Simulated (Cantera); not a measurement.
An isothermal, constant-pressure homogeneous reactor starts with NO : N₂ = 1 : 16 (molar parts), at 1700 K and 10000 Pa. Integrator tolerance rtol = 1e-08.

Detailed kinetics in Cantera: GRI-Mech 3.0 (53 species, 325 reactions).

Task: What does this change do: pressure from 10000 Pa to 100000 Pa?

Result: 
```csv
quantity,before,after
x(NO) at 200 s,0.0444 (gas-phase equilibrium 0.00120),0.0126 (gas-phase equilibrium 0.00120)
x(O) at 200 s,1.26e-5 (gas-phase equilibrium 2.41e-5),6.85e-6 (gas-phase equilibrium 7.63e-6)
x(N₂) at 200 s,0.948 (gas-phase equilibrium 0.970),0.964 (gas-phase equilibrium 0.970)
x(O₂) at 200 s,0.00720 (gas-phase equilibrium 0.0288),0.0231 (gas-phase equilibrium 0.0288)
x(N₂O) at 200 s,7.41e-7 (gas-phase equilibrium 2.45e-8),1.31e-7 (gas-phase equilibrium 7.76e-8)
x(NO₂) at 200 s,8.27e-6 (gas-phase equilibrium 4.38e-7),1.31e-5 (gas-phase equilibrium 1.39e-6)
```

Task: What does this change do: N2 16 to 2.7 parts?

Result: 
| quantity | before | after |
|---|---|---|
| x(NO) at 200 s | 0.0444 (gas-phase equilibrium 0.00120) | 0.106 (gas-phase equilibrium 0.00244) |
| x(O) at 200 s | 1.26e-5 (gas-phase equilibrium 2.41e-5) | 4.12e-5 (gas-phase equilibrium 5.20e-5) |
| x(N₂) at 200 s | 0.948 (gas-phase equilibrium 0.970) | 0.812 (gas-phase equilibrium 0.864) |
| x(O₂) at 200 s | 0.00720 (gas-phase equilibrium 0.0288) | 0.0819 (gas-phase equilibrium 0.134) |
| x(N₂O) at 200 s | 7.41e-7 (gas-phase equilibrium 2.45e-8) | 3.92e-6 (gas-phase equilibrium 4.71e-8) |
| x(NO₂) at 200 s | 8.27e-6 (gas-phase equilibrium 4.38e-7) | 6.55e-5 (gas-phase equilibrium 1.92e-6) |
